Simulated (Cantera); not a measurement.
Input (Python, Cantera) and output of one run.

```python
import numpy as np
import cantera as ct

gas_names = """
    H HO2 H2 H2O H2O2 H2S H2SO4 Mg MgH MgO MgOH MgO2H2 MgS Mg2 O OH O2 O3 S SH SO SO2 SO3 S2 S2O S8
""".split()
cond_names = """
    H2O(s) H2O(L) H2SO4(L) Mg(cr) Mg(L) MgO(s) MgO(L) MgO2H2(s) MgS(s) MgSO4(s) MgSO4(L) S(cr1) S(cr2)
    S(L)
""".split()


# ... load() reads the species with a 1 bar reference pressure and builds the phases ...
atoms = {
    'MgO': {'Mg': 1, 'O': 1},
    'H2S': {'H': 2, 'S': 1},
    'O2': {'O': 2},
}
top_T = {'MgS(s)': 2250}  # K; cautious upper limits of use, not melting points


# ... equilibrate(T, P, feed) seeds the gas with the atoms and calls Mixture.equilibrate('TP', solver="vcs", rtol=1e-11, max_steps=5000) ...
results = []
feed = {'MgO': 1, 'H2S': 1.2, 'O2': 0.068}  # mol
T = 800  # K
for P in [1000, 3000, 8800, 26000, 77000, 230000, 680000, 2000000]:
    mix = equilibrate(T, P, feed)
    results.append((T, P, feed, dict(zip(mix.species_names, mix.species_moles))))

top = {s: max(r[3][s] / sum(r[3][g] for g in gas_names) for r in results) for s in gas_names}
cols = sorted((s for s in top if top[s] > 1e-06), key=lambda s: -top[s])[:8]
seen = [c for c in cond_names if any(r[3].get(c, 0) > 1e-12 for r in results)]
print("log10 of partial pressures in bar; condensed amounts in mol")
print(f"{'P/Pa':>10s}" + "".join(f"{s[:9]:>10s}" for s in cols + seen))
for T, P, feed, n in results:
    ng = sum(n[g] for g in gas_names)
    print(f"{P:10.4g}" + "".join(f"{np.log10(max(n[s] / ng * P / 1e5, 1e-99)):10.3f}" for s in cols)
          + "".join(f"{n.get(c, 0):10.4g}" for c in seen))
```

Result:

```
log10 of partial pressures in bar; condensed amounts in mol
      P/Pa       H2S       H2O        S2        H2        S8       SO2       S2O        SH    MgO(s)
      1000    -2.088    -2.973    -3.212    -3.784   -10.518    -6.758    -6.971    -7.560         1
      3000    -1.606    -2.495    -2.758    -3.529    -8.701    -6.084    -6.294    -7.205         1
      8800    -1.136    -2.027    -2.305    -3.285    -6.889    -5.409    -5.617    -6.857         1
   2.6e+04    -0.664    -1.556    -1.845    -3.043    -5.049    -4.722    -4.928    -6.506         1
   7.7e+04    -0.190    -1.084    -1.400    -2.791    -3.270    -4.058    -4.262    -6.158         1
   2.3e+05     0.291    -0.603    -1.077    -2.472    -1.977    -3.573    -3.778    -5.837         1
   6.8e+05     0.767    -0.126    -0.885    -2.092    -1.210    -3.285    -3.490    -5.550         1
     2e+06     1.239     0.346    -0.740    -1.692    -0.631    -3.067    -3.272    -5.278         1
```

Cantera equilibrium calculation (NASA polynomials, part measured and part estimated; ideal gas, pure solids and liquids). Gases not in the tables: S3 to S7.
